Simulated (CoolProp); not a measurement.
Vapour pressure (MPa) of methane: the reference equation beside estimates from Tc = -82.6 °C, pc = 4.599 MPa, ω = 0.011. Clausius-Clapeyron is anchored at -149.25 °C with a constant enthalpy of vaporisation of 7.801 kJ/mol.

The numbers come from the reference Helmholtz-energy equation of state, Setzmann 1991 in CoolProp.

| T (°C) | reference | Lee-Kesler | Clausius-Clapeyron | van der Waals | Redlich-Kwong | Soave-Redlich-Kwong | Peng-Robinson |
|---|---|---|---|---|---|---|---|
| -149.25 | 0.2500 | 0.2489 | 0.2500 | 0.6257 | 0.2087 | 0.2475 | 0.2515 |
| -146.85 | 0.2922 | 0.2913 | 0.2887 | 0.6935 | 0.2491 | 0.2901 | 0.2939 |
| -144.55 | 0.3374 | 0.3367 | [?] | 0.7629 | 0.2930 | 0.3357 | 0.3393 |
| -142.15 | 0.3899 | 0.3895 | 0.3769 | 0.8400 | 0.3445 | 0.3889 | [?] |
| -139.85 | 0.4456 | 0.4456 | 0.4265 | 0.9186 | 0.3998 | 0.4454 | 0.4481 |
| -137.45 | 0.5097 | 0.5101 | 0.4830 | 1.006 | 0.4640 | 0.5106 | 0.5127 |
| -135.15 | 0.5773 | 0.5780 | 0.5420 | 1.094 | 0.5321 | 0.5793 | 0.5807 |
| -132.75 | 0.6546 | 0.6556 | 0.6088 | 1.191 | 0.6106 | 0.6580 | 0.6585 |
| -130.45 | 0.7354 | 0.7368 | 0.6781 | 1.289 | 0.6931 | 0.7404 | 0.7399 |
| -128.05 | 0.8272 | 0.8289 | 0.7560 | 1.397 | 0.7873 | 0.8340 | 0.8325 |
| -125.75 | 0.9227 | 0.9246 | 0.8362 | 1.506 | 0.8857 | 0.9315 | 0.9288 |
| -123.35 | 1.031 | 1.033 | 0.9260 | 1.625 | [?] | 1.042 | 1.038 |
| -121.05 | 1.142 | 1.144 | 1.018 | 1.744 | 1.113 | 1.156 | 1.150 |
| -118.75 | 1.262 | 1.264 | 1.116 | 1.869 | 1.237 | 1.278 | 1.271 |
| -116.35 | 1.397 | 1.399 | 1.225 | 2.006 | 1.377 | 1.415 | 1.407 |

Fill in the missing entries.


- -144.55, Clausius-Clapeyron: 0.3298
- -142.15, Peng-Robinson: 0.3921
- -123.35, Redlich-Kwong: 0.9971

Absolute difference from the reference over all 15 rows, mean and median: Lee-Kesler 0.2 and 0.2 %, Clausius-Clapeyron 6.7 and 7.0 %, van der Waals 87.6 and 81.9 %, Redlich-Kwong 7.6 and 6.7 %, Soave-Redlich-Kwong 0.7 and 0.7 %, Peng-Robinson 0.6 and 0.6 %.
